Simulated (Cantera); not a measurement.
Charge: 1 mol borazine, 11 mol H2, 39 mol N2.

Cantera equilibrium calculation (NASA polynomials, part measured and part estimated; ideal gas, pure solids and liquids). Candidate condensed phases: B, BN; 15 gas species. The feed counts by its element totals alone. The numbers say what is thermodynamically allowed, not how fast it happens.

What condenses at these points (T in K, P in Pa): (2048, 27000); (2073, 10); (1798, 1900); (2098, 100000); (1798, 1900)?


```tsv
T (K)	P in Pa	condensed phases	B condensed (%)
2048	27000	BN	100.0
2073	10	B	91.3
1798	1900	BN	100.0
2098	100000	BN	100.0
1798	1900	BN	100.0
```
